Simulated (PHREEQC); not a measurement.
Solution (20 °C): 1.7 mmol/kgw NaOH, 0.045 mmol/kgw NaAlO2 and 1.3 mmol/kgw Na2CO3. Closed to the air; pH follows from the charge balance.

Model: ion-association model, phreeqc.dat, run in PHREEQC.

```tsv
quantity	before	after
pH	11.38	11.38
ionic strength (mol/kgw)	0.00545	0.00175
```

### Question
Name the change that produced these shifts.
(A) diluted 5-fold with water
(B) NaAlO2 left out
(C) Na2CO3 left out
(D) NaAlO2 replaced by Na2SiO3 at the same molality
(E) NaOH replaced by Na2SiF6 at the same molality

### Answer
C, Na2CO3 left out

No solid was allowed to form.
